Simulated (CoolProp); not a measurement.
The numbers come from the reference Helmholtz-energy equation of state, Lemmon 2006 in CoolProp. It is a short technical equation, of lower accuracy than the large ones.

Q: Give the vapour pressure (MPa), liquid density (kg/m³), surface tension (mN/m) of saturated C2F6 (R116) at 233.3, 247.7 K.

A: 
| T (K) | p (MPa) | liquid density (kg/m³) | surface tension (mN/m) |
|---|---|---|---|
| 233.3 | 0.543 | 1420 | 6.04 |
| 247.7 | 0.884 | 1330 | 4.30 |

Surface tension comes from a separate correlation (Mulero 2012).
